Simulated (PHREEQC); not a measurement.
## Buffer

A solution holds 0.11 mol NaH2PO4 and 0.077 mol K2HPO4 per kg of water, at 2.5 °C. Closed to the air; pH follows from the charge balance.

The numbers come from PHREEQC with the ion-association model, wateq4f.dat.

No solid was allowed to form.

**Question.** Predict the pH, ionic strength.

**Answer.** pH 6.62; ionic strength 0.324 mol/kgw.

**Question.** In which forms is P present?

**Answer.** H2PO4- 59 %, HPO4-2 37 %, KHPO4- 2.6 %, NaHPO4- 2.0 % of the P.

H3PO4, which wateq4f.dat lacks, is added to it with the constant of phreeqc.dat. At this temperature some constants are extrapolated from 25 °C, and those without enthalpy data are left unchanged.
